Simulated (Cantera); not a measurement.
An isothermal, constant-pressure homogeneous reactor starts with CH4 : H2O = 1 : 2.4 (molar parts), at 1250 K and 9.57 atm. Integrator tolerance rtol = 1e-08.

Cantera simulation using GRI-Mech 3.0 (53 species, 325 reactions); the numbers are that mechanism's predictions, not measurements.

```
quantity                                           before                                      after
----------------  ---------------------------------------  -----------------------------------------
x(CH4) at 200 s     0.240 (gas-phase equilibrium 0.00202)    7.58e-7 (gas-phase equilibrium 8.40e-7)
x(H2O) at 200 s       0.643 (gas-phase equilibrium 0.226)        0.243 (gas-phase equilibrium 0.243)
x(CH2O) at 200 s  2.71e-7 (gas-phase equilibrium 4.03e-7)    3.82e-7 (gas-phase equilibrium 3.82e-7)
x(CO) at 200 s      0.00334 (gas-phase equilibrium 0.148)        0.169 (gas-phase equilibrium 0.169)
x(H2) at 200 s       0.0885 (gas-phase equilibrium 0.588)        0.572 (gas-phase equilibrium 0.572)
x(CH3) at 200 s   2.44e-6 (gas-phase equilibrium 7.96e-9)    7.37e-9 (gas-phase equilibrium 8.16e-9)
x(HO2) at 200 s     <1e-12 (gas-phase equilibrium <1e-12)  2.85e-12 (gas-phase equilibrium 2.85e-12)
```

Question: Name the change that produced these shifts.
(A) temperature 1250 to 1950 K
(B) H2O 2.4 to 3.7 parts
(C) CH4 1 to 0.16 parts
(D) pressure from 9.57 atm to 23.7 atm

Answer: A, temperature 1250 to 1950 K
